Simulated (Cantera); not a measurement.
What does this Cantera script print?

```python
import numpy as np
import cantera as ct

gas = ct.Solution("h2o2.yaml")
gas.TP = 300, 38000
flame = ct.CounterflowDiffusionFlame(gas, width=0.02)
flame.fuel_inlet.X, flame.fuel_inlet.T = {'H2': 1}, 400
flame.oxidizer_inlet.X, flame.oxidizer_inlet.T = {'O2': 0.27, 'N2': 0.73}, 448
flame.set_refine_criteria(ratio=3, slope=0.12, curve=0.24, prune=0.03)
show = ['OH', 'H', 'H2O', 'HO2']

rows = []
print(f"{'mdot':>8s}{'a_max':>10s}{'a_mean':>10s}{'Tmax/K':>9s}" + "".join(f"{s:>11s}" for s in show) + "   (peak mole fractions)")
for i, mdot in enumerate([0.23, 0.31, 0.42, 0.57, 0.77, 1, 1.4, 1.9, 2.6]):  # kg/m2/s on the oxidiser side
    flame.oxidizer_inlet.mdot, flame.fuel_inlet.mdot = mdot, 0.3 * mdot
    flame.solve(loglevel=0, auto=(i == 0))
    if flame.T.max() < max(400, 448) + 100:
        print(f"{mdot:8.3g}  no burning solution found from the previous one")
        break
    dT = np.abs(np.gradient(flame.T, flame.grid))
    rows.append([flame.strain_rate("max"), flame.strain_rate("mean"), flame.T.max(),
                 *(flame.X[gas.species_index(s)].max() for s in show), max(dT[0], dT[-1]) / dT.max()])
    print(f"{mdot:8.3g}{rows[-1][0]:10.1f}{rows[-1][1]:10.1f}{rows[-1][2]:9.1f}" + "".join(f"{x:11.3e}" for x in rows[-1][3:-1]))
```

Output:

```
    mdot     a_max    a_mean   Tmax/K         OH          H        H2O        HO2   (peak mole fractions)
    0.23     802.3     188.5   2332.5  3.111e-02  4.207e-02  3.048e-01  8.048e-05
    0.31    1054.0     254.1   2274.5  3.043e-02  4.572e-02  3.019e-01  9.054e-05
    0.42    1394.7     344.3   2203.2  2.915e-02  4.888e-02  3.000e-01  1.012e-04
    0.57    1852.2     467.2   2140.2  2.808e-02  5.293e-02  2.975e-01  1.112e-04
    0.77    2451.0     631.2   2078.1  2.691e-02  5.712e-02  2.947e-01  1.223e-04
       1    3179.0     819.7   2021.6  2.574e-02  6.088e-02  2.927e-01  1.322e-04
     1.4    4407.3    1147.6   1940.8  2.376e-02  6.518e-02  2.902e-01  1.453e-04
     1.9    5920.5    1557.4   1870.5  2.188e-02  6.910e-02  2.870e-01  1.586e-04
     2.6    8015.9    2131.2   1799.1  1.990e-02  7.285e-02  2.838e-01  1.733e-04
```

Cantera simulation using the H2/O2 subset of GRI-Mech 3.0, which has no nitrogen chemistry; the numbers are that mechanism's predictions, not measurements. The maximum strain rate includes the flame's own expansion and is several times the mean.
